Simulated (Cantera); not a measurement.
A closed system holds: 1 mol Si, 3 mol NF₃, at 0.0100 bar.

Method: chemical equilibrium by Gibbs-energy minimisation in Cantera with the NASA 1993 tables (ideal gas, pure condensed phases). Candidate condensed phases: Si, Si₃N₄; 16 gas species. Rates play no part.

x: gas mole fraction; nothing condenses.

| T (K) | x F | x NF₃ | x F₂ | x SiF₄ | x N₂ | x NF₂ | x NF |
|---|---|---|---|---|---|---|---|
| 523 | 6.93e-6 | 0.497 | 0.00288 | 0.299 | 0.201 | 1.24e-10 | <1e-12 |
| 673 | 0.00351 | 0.315 | 0.182 | 0.263 | 0.236 | 4.87e-8 | <1e-12 |
| 823 | 0.0765 | 0.0173 | 0.425 | 0.196 | 0.285 | 3.80e-7 | <1e-12 |
| 973 | [?] | [?] | [?] | [?] | [?] | [?] | <1e-12 |
| 1123 | 0.608 | 3.13e-6 | 0.0437 | 0.139 | 0.209 | 1.29e-7 | 9.74e-12 |
| 1273 | 0.658 | [?] | [?] | 0.134 | 0.201 | [?] | [?] |
| 1423 | 0.665 | 8.23e-10 | 0.00123 | 0.133 | 0.200 | 7.82e-9 | 3.15e-10 |
| 1573 | 0.666 | 4.01e-11 | 0.000321 | 0.133 | 0.200 | 2.72e-9 | 1.06e-9 |

Task: Fill in the missing entries.

Result: 
- 973, x F: 0.358
- 973, x NF₃: 0.000346
- 973, x F₂: 0.231
- 973, x SiF₄: 0.164
- 973, x N₂: 0.246
- 973, x NF₂: 4.17e-7
- 1273, x NF₃: 3.37e-8
- 1273, x F₂: 0.00631
- 1273, x NF₂: 2.84e-8
- 1273, x NF: 6.96e-11
